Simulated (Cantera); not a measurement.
An adiabatic, constant-volume homogeneous reactor starts with CH₄ : C₂H₆ : C₃H₈ : O₂ : N₂ = 1 : 0.078 : 0.28 : 6.33 : 23.8 (molar parts), at 1775 K and 5250 Torr. Integrator tolerance rtol = 1e-08.

Cantera simulation using GRI-Mech 3.0 (53 species, 325 reactions); the numbers are that mechanism's predictions, not measurements. GRI-Mech 3.0 was tuned for natural gas; its chemistry of propane as a main component is partial and can be far from experiment.

Q: What does this change do: initial temperature 1775 to 1350 K?

A: 
```
quantity                                                          before                                  after
---------------------------------  -------------------------------------  -------------------------------------
time of steepest temperature rise                                4.48 µs                               0.176 ms
temperature at 0.800 s                                            2909 K                                 2687 K
equilibrium temperature                                           2909 K                                 2687 K
x(CH₄) at 0.800 s                  <1e-12 (gas-phase equilibrium <1e-12)  <1e-12 (gas-phase equilibrium <1e-12)
x(C₂H₆) at 0.800 s                 <1e-12 (gas-phase equilibrium <1e-12)  <1e-12 (gas-phase equilibrium <1e-12)
x(C₃H₈) at 0.800 s                 <1e-12 (gas-phase equilibrium <1e-12)  <1e-12 (gas-phase equilibrium <1e-12)
x(C₂H₂) at 0.800 s                 <1e-12 (gas-phase equilibrium <1e-12)  <1e-12 (gas-phase equilibrium <1e-12)
x(CH₂CO) at 0.800 s                <1e-12 (gas-phase equilibrium <1e-12)  <1e-12 (gas-phase equilibrium <1e-12)
x(C₂H₄) at 0.800 s                 <1e-12 (gas-phase equilibrium <1e-12)  <1e-12 (gas-phase equilibrium <1e-12)
x(H₂O) at 0.800 s                  0.0909 (gas-phase equilibrium 0.0909)  0.0982 (gas-phase equilibrium 0.0982)
```

Q: What does this change do: N2 23.8 to 70 parts?

A: 
```tsv
quantity	before	after
time of steepest temperature rise	4.48 µs	8.04 µs
temperature at 0.800 s	2909 K	2385 K
equilibrium temperature	2909 K	2385 K
x(CH₄) at 0.800 s	<1e-12 (gas-phase equilibrium <1e-12)	<1e-12 (gas-phase equilibrium <1e-12)
x(C₂H₆) at 0.800 s	<1e-12 (gas-phase equilibrium <1e-12)	<1e-12 (gas-phase equilibrium <1e-12)
x(C₃H₈) at 0.800 s	<1e-12 (gas-phase equilibrium <1e-12)	<1e-12 (gas-phase equilibrium <1e-12)
x(C₂H₂) at 0.800 s	<1e-12 (gas-phase equilibrium <1e-12)	<1e-12 (gas-phase equilibrium <1e-12)
x(CH₂CO) at 0.800 s	<1e-12 (gas-phase equilibrium <1e-12)	<1e-12 (gas-phase equilibrium <1e-12)
x(C₂H₄) at 0.800 s	<1e-12 (gas-phase equilibrium <1e-12)	<1e-12 (gas-phase equilibrium <1e-12)
x(H₂O) at 0.800 s	0.0909 (gas-phase equilibrium 0.0909)	0.0415 (gas-phase equilibrium 0.0415)
```

Q: What does this change do: initial temperature 1775 to 1025 K?

A: 
```csv
quantity,before,after
time of steepest temperature rise,4.48 µs,21.9 ms
temperature at 0.800 s,2909 K,2485 K
equilibrium temperature,2909 K,2485 K
x(CH₄) at 0.800 s,<1e-12 (gas-phase equilibrium <1e-12),<1e-12 (gas-phase equilibrium <1e-12)
x(C₂H₆) at 0.800 s,<1e-12 (gas-phase equilibrium <1e-12),<1e-12 (gas-phase equilibrium <1e-12)
x(C₃H₈) at 0.800 s,<1e-12 (gas-phase equilibrium <1e-12),<1e-12 (gas-phase equilibrium <1e-12)
x(C₂H₂) at 0.800 s,<1e-12 (gas-phase equilibrium <1e-12),<1e-12 (gas-phase equilibrium <1e-12)
x(CH₂CO) at 0.800 s,<1e-12 (gas-phase equilibrium <1e-12),<1e-12 (gas-phase equilibrium <1e-12)
x(C₂H₄) at 0.800 s,<1e-12 (gas-phase equilibrium <1e-12),<1e-12 (gas-phase equilibrium <1e-12)
x(H₂O) at 0.800 s,0.0909 (gas-phase equilibrium 0.0909),0.102 (gas-phase equilibrium 0.102)
```
